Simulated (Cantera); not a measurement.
Mixture: H2 : O2 : N2 = 1 : 0.385 : 1.45 (molar parts), equivalence ratio 1.3, at 2800000 Pa, adiabatic and at constant pressure. Ignition delay is the time to a rise of 400 K.

Detailed kinetics in Cantera: GRI-Mech 3.0 (53 species, 325 reactions). The hydrogen kinetics of GRI-Mech 3.0 are dated; newer H2 mechanisms differ, most at raised pressure. The pressure lies above the range GRI-Mech 3.0 was tuned for (to about 10 atm).

Task: What does this change do: O2 0.385 to 0.26 parts?

Result: 
```json
[
 {"quantity": "delay at 975 K", "before": "7.96 ms", "after": "7.85 ms"},
 {"quantity": "delay at 1175 K", "before": "0.159 ms", "after": "0.162 ms"},
 {"quantity": "delay at 1375 K", "before": "4.34 µs", "after": "4.85 µs"},
 {"quantity": "delay at 1575 K", "before": "0.501 µs", "after": "0.650 µs"},
 {"quantity": "delay at 1775 K", "before": "0.245 µs", "after": "0.323 µs"},
 {"quantity": "apparent activation energy between 1675 and 1875 K", "before": "70 kJ/mol", "after": "68 kJ/mol"}
]
```

Task: What does this change do: H2 1 to 1.5 parts?

Result: 
```json
[
 {"quantity": "delay at 975 K", "before": "7.96 ms", "after": "6.68 ms"},
 {"quantity": "delay at 1175 K", "before": "0.159 ms", "after": "0.139 ms"},
 {"quantity": "delay at 1375 K", "before": "4.34 µs", "after": "4.36 µs"},
 {"quantity": "delay at 1575 K", "before": "0.501 µs", "after": "0.535 µs"},
 {"quantity": "delay at 1775 K", "before": "0.245 µs", "after": "0.259 µs"},
 {"quantity": "apparent activation energy between 1675 and 1875 K", "before": "70 kJ/mol", "after": "71 kJ/mol"}
]
```
